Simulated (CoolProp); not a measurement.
A single-stage vapour-compression cycle with the fluid: evaporating at 325.15 K (dew point), condensing at 383.15 K (bubble point), superheat 2 K, subcooling 2 K, compressor efficiency 0.75, no pressure losses. The same conditions are run with several fluids, on thermodynamics alone (safety and materials aside).

Model: reference Helmholtz-energy equation of state of each fluid (R11: Jacobsen 1992; isobutene: Lemmon 2005; toluene: Lemmon 2006; n-pentane: Thol 2019; R1336mzz(Z): McLinden 2020; dimethyl ether: Wu 2011), in CoolProp.

Task: Rank R11, isobutene, toluene, n-pentane, R1336mzz(Z), dimethyl ether by cooling COP, highest first.

Result: toluene (3.54), R11 (3.33), n-pentane (2.99), R1336mzz(Z) (2.76), isobutene (2.65), dimethyl ether (2.56)

```tsv
fluid	pressure ratio	discharge temperature (K)	refrigerating effect (kJ/kg)	volumetric capacity (kJ/m³)
R11	4.05	397.1	118	1600
isobutene	3.44	386.5	173	2680
toluene	7.45	390.7	293	134
n-pentane	4.36	383.2	202	966
R1336mzz(Z)	4.64	383.1	81.8	1020
dimethyl ether	3.29	401.9	193	4810
```

The compression ends wet for: n-pentane; R1336mzz(Z).
